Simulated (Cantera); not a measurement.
# Silicon nitride deposition: SiH4 + N2

A closed system holds: 1 mol SiH4, 13 mol N2, equilibrated at 13.3 mbar.

Method: chemical equilibrium by Gibbs-energy minimisation in Cantera with the NASA 1993 tables (ideal gas, pure condensed phases). Candidate condensed phases: Si, Si3N4; 18 gas species. N2 is the only nitrogen source here; it is nearly inert below about 1500 K, so the nitride shown seldom forms there in practice. The tables' values for SiN are old estimates; treat these amounts as uncertain. Gases not in the tables: Si2H6 and higher silanes. Equilibrium is a limit: real reactors are often held back by kinetics, nucleation or transport.

From 675 °C to 1475 °C the condensed part is Si3N4(s). From 1575 °C to 1775 °C the condensed part is Si(l).

```
T (°C)   x N2   x H2       x H      x Si    x Si2N     x SiH  n Si3N4(s)  n Si(l)
------  -----  -----  --------  --------  --------  --------  ----------  -------
675     0.860  0.140   1.70e-9    <1e-12    <1e-12    <1e-12       0.333        0
775     0.860  0.140   2.50e-8    <1e-12    <1e-12    <1e-12       0.333        0
875     0.860  0.140   2.32e-7    <1e-12    <1e-12    <1e-12       0.333        0
975     0.860  0.140   1.51e-6    <1e-12    <1e-12    <1e-12       0.333        0
1075    0.860  0.140   7.48e-6  3.93e-11    <1e-12  1.09e-11       0.333        0
1175    0.860  0.140   2.98e-5   2.78e-9  8.61e-12  4.81e-10       0.333        0
1275    0.860  0.139   9.96e-5   1.13e-7  9.58e-10   1.29e-8       0.333        0
1375    0.860  0.139  0.000288   2.90e-6   5.94e-8   2.30e-7       0.333        0
1475    0.860  0.139  0.000738   5.11e-5   2.27e-6   2.93e-6       0.333        0
1575    0.865  0.132   0.00167  0.000471   2.98e-5   1.97e-5           0    0.991
1675    0.863  0.131   0.00354   0.00174   7.63e-5   5.60e-5           0    0.969
1775    0.858  0.129   0.00695   0.00567  0.000177  0.000143           0    0.902
```
x: gas mole fraction; n: condensed amount in mol.
